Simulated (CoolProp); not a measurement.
CH3F (R41) at several states: fugacity coefficient from the reference equation and from simpler models built on Tc = 317.3 K, pc = 5.906 MPa, ω = 0.200; each cubic takes its own stable root.

Model: reference Helmholtz-energy equation of state, Lemmon 2006, in CoolProp. It is a short technical equation, of lower accuracy than the large ones.

| T (K) | p (MPa) | phase | reference | van der Waals | Redlich-Kwong | Soave-Redlich-Kwong |
|---|---|---|---|---|---|---|
| 393.2 | 0.576 | gas | 0.9813 | 0.9831 | 0.9825 | 0.9844 |
| 393.3 | 4.69 | gas | 0.8570 | 0.8650 | 0.8641 | 0.8790 |
| 422.1 | 10.4 | supercritical | 0.7708 | 0.7608 | 0.7758 | 0.8138 |
| 222.7 | 0.022 | gas | 0.9949 | 0.9975 | 0.9966 | 0.9963 |
| 183.5 | 0.164 | liquid | 0.3097 | 0.9710 | 0.4868 | 0.2962 |
| 377.3 | 0.0976 | gas | 0.9963 | 0.9968 | 0.9966 | 0.9969 |

At some of these states van der Waals gives the other phase, because its saturation line lies elsewhere.
